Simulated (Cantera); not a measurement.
An isothermal, constant-pressure homogeneous reactor starts with 9.09 % C₂H₆, 90.9 % N₂, at 1850 K and 100.0 Torr.

Computed with Cantera and GRI-Mech 3.0 (53 species, 325 reactions). GRI-Mech 3.0 stops at C3 and has no aromatics, soot or wall deposition, so with more carbon than oxygen in the feed, carbon stays in small species such as C2H2 where larger ones or solid carbon would form.

**Question.** Predict: x(C₂H₆) at 1.00 s; x(H) at 1.00 s; x(C₂H₂) at 1.00 s; x(H₂) at 1.00 s; x(C₂H) at 1.00 s.

**Answer.** 
* **x(C₂H₆) at 1.00 s**: 1.08e-9 (gas-phase equilibrium 2.10e-10)
* **x(H) at 1.00 s**: 0.000581 (gas-phase equilibrium 0.000582)
* **x(C₂H₂) at 1.00 s**: 0.0768 (gas-phase equilibrium 0.0301)
* **x(H₂) at 1.00 s**: 0.153 (gas-phase equilibrium 0.153)
* **x(C₂H) at 1.00 s**: 3.13e-6 (gas-phase equilibrium 1.23e-6)
